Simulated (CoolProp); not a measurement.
Properties of n-perfluoropentane along the isotherm 430.1 K (Tc = 421.0 K, pc = 2.063 MPa, ω = 0.436).

Values from CoolProp's reference Helmholtz-energy equation of state, Gao 2022.

```json
[
 {"p (MPa)": "0.00979", "phase": "gas", "cp (kJ/(kg K))": "0.9810", "isothermal compressibility (1/MPa)": "102.3", "expansivity (1/kK)": "2.338", "fugacity coefficient": "0.9985"},
 {"p (MPa)": "0.0186", "phase": "gas", "cp (kJ/(kg K))": "0.9813", "isothermal compressibility (1/MPa)": "53.92", "expansivity (1/kK)": "2.349", "fugacity coefficient": "0.9972"},
 {"p (MPa)": "0.0352", "phase": "gas", "cp (kJ/(kg K))": "0.9819", "isothermal compressibility (1/MPa)": "28.56", "expansivity (1/kK)": "2.371", "fugacity coefficient": "0.9946"},
 {"p (MPa)": "0.0667", "phase": "gas", "cp (kJ/(kg K))": "0.9831", "isothermal compressibility (1/MPa)": "15.15", "expansivity (1/kK)": "2.413", "fugacity coefficient": "0.9899"},
 {"p (MPa)": "0.126", "phase": "gas", "cp (kJ/(kg K))": "0.9854", "isothermal compressibility (1/MPa)": "8.096", "expansivity (1/kK)": "2.496", "fugacity coefficient": "0.9809"},
 {"p (MPa)": "0.24", "phase": "gas", "cp (kJ/(kg K))": "0.9902", "isothermal compressibility (1/MPa)": "4.334", "expansivity (1/kK)": "2.668", "fugacity coefficient": "0.9636"},
 {"p (MPa)": "0.454", "phase": "gas", "cp (kJ/(kg K))": "1.001", "isothermal compressibility (1/MPa)": "2.386", "expansivity (1/kK)": "3.050", "fugacity coefficient": "0.9315"},
 {"p (MPa)": "0.861", "phase": "gas", "cp (kJ/(kg K))": "1.030", "isothermal compressibility (1/MPa)": "1.388", "expansivity (1/kK)": "4.087", "fugacity coefficient": "0.8708"},
 {"p (MPa)": "1.63", "phase": "gas", "cp (kJ/(kg K))": "1.173", "isothermal compressibility (1/MPa)": "1.020", "expansivity (1/kK)": "9.178", "fugacity coefficient": "0.7568"},
 {"p (MPa)": "3.09", "phase": "supercritical", "cp (kJ/(kg K))": "1.571", "isothermal compressibility (1/MPa)": "0.1748", "expansivity (1/kK)": "14.54", "fugacity coefficient": "0.5287"}
]
```
